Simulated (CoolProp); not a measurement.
R1336mzz(Z) at 293.15 K and 0.352 MPa is throttled through a valve to 0.114 MPa with no heat exchange. Each further row changes one setting.

The numbers come from the reference Helmholtz-energy equation of state, McLinden 2020 in CoolProp.

```json
[
 {"case": "as stated", "temperature change (K)": "+0.1", "final phase": "liquid", "final density (kg/m³)": "1380"},
 {"case": "outlet pressure 0.0342 MPa", "temperature change (K)": "-13.1", "final phase": "two-phase, vapour fraction 0.090", "final density (kg/m³)": "27.1"},
 {"case": "outlet pressure 0.148 MPa", "temperature change (K)": "+0.1", "final phase": "liquid", "final density (kg/m³)": "1380"}
]
```
